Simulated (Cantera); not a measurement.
Mixture: CH₄ : O₂ : N₂ = 1 : 3.57 : 13.6 (molar parts), at 1.00 bar, adiabatic and at constant pressure. Ignition delay is the time to a rise of 400 K.

Detailed kinetics in Cantera: GRI-Mech 3.0 (53 species, 325 reactions).

Question: What does this change do: CH4 1 to 0.52 parts?

Answer: 
```csv
quantity,before,after
delay at 1000 K,0.836 s,0.616 s
delay at 1100 K,0.155 s,0.112 s
delay at 1200 K,34.2 ms,24.6 ms
delay at 1300 K,8.83 ms,6.55 ms
delay at 1400 K,2.68 ms,2.15 ms
apparent activation energy between 1350 and 1450 K,180 kJ/mol,160 kJ/mol
```

Question: What does this change do: N2 13.6 to 24 parts?

Answer: 
```
quantity                                                before       after
--------------------------------------------------  ----------  ----------
delay at 1000 K                                        0.836 s      1.41 s
delay at 1100 K                                        0.155 s     0.266 s
delay at 1200 K                                        34.2 ms     58.6 ms
delay at 1300 K                                        8.83 ms     15.0 ms
delay at 1400 K                                        2.68 ms     4.41 ms
apparent activation energy between 1350 and 1450 K  180 kJ/mol  190 kJ/mol
```
